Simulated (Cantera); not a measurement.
# Reactions in the system H-I

Source: NASA polynomial tables (part measured, part estimated), evaluated in Cantera. Values are per mole of reaction as written; species without (g) are pure solids or liquids, kept so even where they would boil at 1 bar.

I₂ + H₂(g) = 2 HI(g)

| T (K) | ΔH° (kJ) | ΔS° (J/K) | ΔG° (kJ) | log10 K | condensed phases |
|---|---|---|---|---|---|
| 300 | 52.7 | 166.2 | 2.8 | -0.49 | I₂(s) |
| 398 | 34.0 | 117.1 | -12.6 | 1.66 | I₂(l) |
| 448 | 31.5 | 111.2 | -18.3 | 2.14 | I₂(l) |
| 498 | 29.0 | 106.0 | -23.8 | 2.49 | I₂(l) |
| 548 | 26.6 | 101.3 | -28.9 | 2.76 | I₂(l) |
| 598 | 24.1 | 97.0 | -33.9 | 2.96 | I₂(l) |

2 HI(g) = I₂(g) + 2 H(g)

```tsv
T (K)	ΔH° (kJ)	ΔS° (J/K)	ΔG° (kJ)	log10 K
300	445.7	77.1	422.6	-73.58
398	447.7	82.8	414.8	-54.43
448	448.7	85.2	410.6	-47.87
498	449.7	87.3	406.3	-42.61
548	450.7	89.1	401.8	-38.30
598	451.6	90.8	397.3	-34.71
```

2 H(g) + I₂ = 2 HI(g)

| T (K) | ΔH° (kJ) | ΔS° (J/K) | ΔG° (kJ) | log10 K | condensed phases |
|---|---|---|---|---|---|
| 300 | -383.3 | 67.4 | -403.6 | 70.26 | I₂(s) |
| 398 | -403.2 | 14.8 | -409.1 | 53.69 | I₂(l) |
| 448 | -406.4 | 7.4 | -409.7 | 47.77 | I₂(l) |
| 498 | -409.4 | 0.9 | -409.9 | 42.99 | I₂(l) |
| 548 | -412.5 | -5.0 | -409.8 | 39.06 | I₂(l) |
| 598 | -415.6 | -10.3 | -409.4 | 35.76 | I₂(l) |
